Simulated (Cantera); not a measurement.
Input: 1 mol Ti, 0.9 mol C3H8, a varied amount of H2O, at 1600 K and 75.0 Torr.

Equilibrium computed with Cantera from the NASA thermochemical tables; the gas is ideal and each condensed phase is pure. Candidate condensed phases: C, C6H6, C7H8, C8H18, H2O, Ti, TiC, TiO, TiO2, Ti2O3, Ti3O5, Ti4O7; 113 gas species. Mutual solubility and eutectic melting of coexisting phases are not modelled. TiC: taken at fixed stoichiometry. Condensed phases not in the tables: Magnéli phases beyond Ti4O7. Gases not in the tables: TiO(OH)2. Rates play no part.

log p: log10 of the partial pressure in bar; n: condensed amount in mol.

```
n(H2O) (mol)  log p H2  log p H2O  log p CO  log p CO2  log p H  log p CH4  n C(graphite)  n TiC(s)  n Ti2O3(s)  n Ti3O5(s)  n TiO2(rutile)
------------  --------  ---------  --------  ---------  -------  ---------  -------------  --------  ----------  ----------  --------------
0.21             -1.02      -6.36     -2.28      -8.10    -4.78      -4.83           1.49      1.00           0           0               0
0.33             -1.04      -6.20     -2.11      -7.76    -4.78      -4.86           1.37      1.00           0           0               0
0.51             -1.05      -6.07     -1.96      -7.45    -4.79      -4.89           1.19      1.00           0           0               0
0.78             -1.07      -5.95     -1.82      -7.18    -4.80      -4.93          0.919      1.00           0           0               0
1.2              -1.10      -5.85     -1.70      -6.93    -4.81        ___          0.499      1.00           0           0               0
1.8              -1.12      -4.84     -1.61      -5.81    -4.83      -5.98              0     0.960      0.0198           0               0
2.8              -1.13      -4.84     -1.60      -5.79    -4.83      -5.98              0     0.561       0.220           0               0
4.4              -1.13      -3.55     -1.60      -4.50    -4.83        ___              0         0           0       0.333               0
6.7              -1.19      -1.85     -1.71      -2.86    -4.86        ___              0         0           0           0            1.00
10               -1.27      -1.52     -1.85      -2.59    -4.90        ___              0         0           0           0            1.00
16               -1.39      -1.33     -2.06      -2.47    -4.96        ___              0         0           0           0            1.00
24               -1.51      -1.22     -2.27      -2.46    -5.02        ___              0         0           0           0            1.00
```

Task: Some entries are withheld; supply them.

Result: 
- 1.2, log p CH4: -4.98
- 4.4, log p CH4: -7.28
- 6.7, log p CH4: -9.26
- 10, log p CH4: -9.99
- 16, log p CH4: -10.75
- 24, log p CH4: -11.42
